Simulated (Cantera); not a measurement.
Adiabatic ignition

An adiabatic, constant-pressure homogeneous reactor starts with C3H8 : O2 : N2 = 1 : 3.57 : 13.4 (molar parts), at 1100 K and 0.671 atm.

Cantera simulation using GRI-Mech 3.0 (53 species, 325 reactions); the numbers are that mechanism's predictions, not measurements. GRI-Mech 3.0 was tuned for natural gas; its chemistry of propane as a main component is partial and can be far from experiment.

| t (s) | T (K) | x C3H8 | x O2 | x NO | x HCO | x O | x H2 |
|---|---|---|---|---|---|---|---|
| 2.00e-6 | 1100 | 0.0556 | 0.199 | <1e-12 | <1e-12 | 1.13e-11 | 2.36e-10 |
| 5.92e-6 | 1100 | 0.0556 | 0.199 | <1e-12 | <1e-12 | 3.92e-11 | 2.35e-9 |
| 1.75e-5 | 1100 | 0.0556 | 0.199 | <1e-12 | <1e-12 | 6.09e-11 | 1.33e-8 |
| 5.18e-5 | 1100 | 0.0556 | 0.199 | <1e-12 | <1e-12 | 7.71e-11 | 5.05e-8 |
| 0.000153 | 1100 | 0.0556 | 0.199 | <1e-12 | <1e-12 | 1.42e-10 | 1.89e-7 |
| 0.000453 | 1100 | 0.0556 | 0.199 | <1e-12 | <1e-12 | 4.73e-10 | 1.23e-6 |
| 0.00134 | 1100 | 0.0556 | 0.199 | <1e-12 | 1.75e-11 | 9.81e-10 | 9.69e-6 |
| 0.00397 | 1100 | 0.0553 | 0.199 | <1e-12 | 7.55e-11 | 1.08e-9 | 3.80e-5 |
| 0.0117 | 1100 | 0.0545 | 0.198 | <1e-12 | 2.75e-10 | 1.42e-9 | 0.000136 |
| 0.0347 | 1102 | 0.0514 | 0.196 | <1e-12 | 1.39e-9 | 3.31e-9 | 0.000620 |
| 0.103 | 2568 | <1e-12 | 0.00101 | 0.00163 | 7.40e-8 | 0.000779 | 0.0447 |
| 0.304 | 2568 | <1e-12 | 0.00101 | 0.00163 | 7.40e-8 | 0.000779 | 0.0447 |
| 0.900 | 2568 | <1e-12 | 0.00101 | 0.00163 | 7.40e-8 | 0.000779 | 0.0447 |
x: mole fraction; the columns are a selection and need not sum to one.

The time of steepest temperature rise comes out as 69.0 ms. The temperature at 0.900 s comes out as 2568 K. The equilibrium temperature comes out as 2568 K and the x(C3H8) at 0.900 s is <1e-12 (gas-phase equilibrium <1e-12). The x(O2) at 0.900 s is 0.00101 (gas-phase equilibrium 0.00101) and the x(NO) at 0.900 s comes out as 0.00163 (gas-phase equilibrium 0.00163).
